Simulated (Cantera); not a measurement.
An isothermal, constant-pressure homogeneous reactor starts with N₂O : N₂ = 1 : 0.33 (molar parts), at 1075 K and 0.987 atm.

Model: GRI-Mech 3.0 (53 species, 325 reactions), integrated in Cantera. GRI-Mech 3.0 was tuned for natural gas; its chemistry of N2O as a main component is partial and can be far from experiment. The mechanism lacks the step 2 NO + O2 → 2 NO2, which can matter for NO2 below about 1400 K. The temperature is held fixed by assumption; the heat of reaction is taken as removed at once.

One state of this run: x N₂O = 0.460; x O = 1.44e-7; x N₂ = 0.428; x O₂ = 0.100; x NO = 0.0118. x: mole fraction; the columns are a selection and need not sum to one.

Which value of t (s) does it belong to?
(A) 0.0158
(B) 2.51e-5
(C) 9.98
(D) 0.00316

C, 9.98
